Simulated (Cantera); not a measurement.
An adiabatic, constant-volume homogeneous reactor starts with CH4 : O2 : N2 = 1 : 1.11 : 4.18 (molar parts), at 1325 K and 1.48 atm. Integrator tolerance rtol = 1e-08.

Computed with Cantera and GRI-Mech 3.0 (53 species, 325 reactions).

Question: What does this change do: initial temperature 1325 to 1200 K?

Answer: 
| quantity | before | after |
|---|---|---|
| time of steepest temperature rise | 7.93 ms | 41.7 ms |
| temperature at 5.00 s | 2755 K | 2680 K |
| equilibrium temperature | 2755 K | 2680 K |
| x(CH4) at 5.00 s | 2.54e-11 (gas-phase equilibrium 2.87e-11) | 3.84e-11 (gas-phase equilibrium 4.34e-11) |
| x(O2) at 5.00 s | 0.000125 (gas-phase equilibrium 0.000125) | 6.32e-5 (gas-phase equilibrium 6.32e-5) |
| x(H2O) at 5.00 s | 0.143 (gas-phase equilibrium 0.143) | 0.145 (gas-phase equilibrium 0.145) |
| x(CH3) at 5.00 s | 4.48e-11 (gas-phase equilibrium 5.07e-11) | 5.02e-11 (gas-phase equilibrium 5.67e-11) |
| x(N2O) at 5.00 s | 6.56e-8 (gas-phase equilibrium 6.56e-8) | 4.32e-8 (gas-phase equilibrium 4.32e-8) |
| x(C2H) at 5.00 s | <1e-12 (gas-phase equilibrium <1e-12) | <1e-12 (gas-phase equilibrium <1e-12) |
| x(H) at 5.00 s | 0.0131 (gas-phase equilibrium 0.0131) | 0.00959 (gas-phase equilibrium 0.00959) |

Question: What does this change do: initial temperature 1325 to 1298 K?

Answer: 
| quantity | before | after |
|---|---|---|
| time of steepest temperature rise | 7.93 ms | 11.2 ms |
| temperature at 5.00 s | 2755 K | 2740 K |
| equilibrium temperature | 2755 K | 2740 K |
| x(CH4) at 5.00 s | 2.54e-11 (gas-phase equilibrium 2.87e-11) | 2.76e-11 (gas-phase equilibrium 3.12e-11) |
| x(O2) at 5.00 s | 0.000125 (gas-phase equilibrium 0.000125) | 0.000109 (gas-phase equilibrium 0.000109) |
| x(H2O) at 5.00 s | 0.143 (gas-phase equilibrium 0.143) | 0.144 (gas-phase equilibrium 0.144) |
| x(CH3) at 5.00 s | 4.48e-11 (gas-phase equilibrium 5.07e-11) | 4.59e-11 (gas-phase equilibrium 5.19e-11) |
| x(N2O) at 5.00 s | 6.56e-8 (gas-phase equilibrium 6.56e-8) | 6.02e-8 (gas-phase equilibrium 6.02e-8) |
| x(C2H) at 5.00 s | <1e-12 (gas-phase equilibrium <1e-12) | <1e-12 (gas-phase equilibrium <1e-12) |
| x(H) at 5.00 s | 0.0131 (gas-phase equilibrium 0.0131) | 0.0123 (gas-phase equilibrium 0.0123) |
